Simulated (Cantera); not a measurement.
Feed: 1 mol CuO, 670 mol H2, 2.9 mol N2, held at 1973.15 K and 750 Torr.

These are equilibrium values from Cantera (NASA tables, ideal gas, pure condensed phases), not measurements of a reactor. Candidate condensed phases: Cu, CuO, Cu(OH)2, Cu2O, H2O; 27 gas species. Kinetics and transport are ignored.

Base state: H2 0.991, N2 0.00430, H2O 0.00148, Cu 0.00148, H 0.00134 (mole fractions); condensed: gas only.

Problem. What changes in the equilibrium state with this change: temperature from 1973.15 K to 1775 K?

Solution. 
```csv
species,before,after
H2,0.991,0.994
N2,0.00430,0.00431
H2O,0.00148,0.00149
Cu,0.00148,0.000404
H,0.00134,0.000288
"Cu(l), mol",0,0.727
```
